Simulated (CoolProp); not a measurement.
Vapour-liquid equilibrium of propane (1) + R227EA (2) at 287.6 K; x and y are mole fractions of (1).

The numbers come from the multi-fluid Helmholtz-energy mixture model, Lemmon 2009 and Lemmon 2016; pair parameters Bell 2016 in CoolProp.

Question: Give the bubble pressure and the first vapour's composition at x = 0.5, 0.65, 0.95. Is there an azeotrope?

Answer: x = 0.5: 0.7226 MPa, y = 0.675; x = 0.65: 0.7534 MPa, y = 0.731; x = 0.95: 0.7441 MPa, y = 0.928. y crosses x between x = 0.8 and 0.95: the model has an azeotrope there.

Pair parameters are fitted to limited data, so mixtures are less certain than the pure fluids.
